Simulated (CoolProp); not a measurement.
Vapour-liquid equilibrium of CH2F2 (R32) (1) + R134a (2) at 19.95 °C; x and y are mole fractions of (1).

Model: multi-fluid Helmholtz-energy mixture model, Tillner-Roth 1997 and Tillner-Roth 1994; pair parameters Lemmon 2004, in CoolProp.

| x | bubble pressure, mixture model (bar) | bubble pressure, Raoult's law (bar) | y, mixture model | y, Raoult's law |
|---|---|---|---|---|
| 0.05 | 6.142 | 6.159 | 0.106 | 0.120 |
| 0.15 | 7.006 | 7.061 | 0.282 | 0.313 |
| 0.25 | 7.867 | 7.962 | 0.422 | 0.462 |
| 0.35 | 8.730 | 8.864 | 0.537 | 0.581 |
| 0.45 | 9.601 | 9.766 | 0.634 | 0.679 |
| 0.55 | 10.48 | 10.67 | 0.718 | 0.759 |
| 0.65 | 11.38 | 11.57 | 0.793 | 0.827 |
| 0.75 | 12.31 | 12.47 | 0.859 | 0.886 |
| 0.85 | 13.25 | 13.37 | 0.920 | 0.936 |
| 0.95 | 14.23 | 14.27 | 0.974 | 0.980 |

The largest gap from Raoult's law is -1.8 % in bubble pressure, at x = 0.55. No azeotrope shows between x = 0.05 and 0.95.

Pair parameters are fitted to limited data, so mixtures are less certain than the pure fluids.
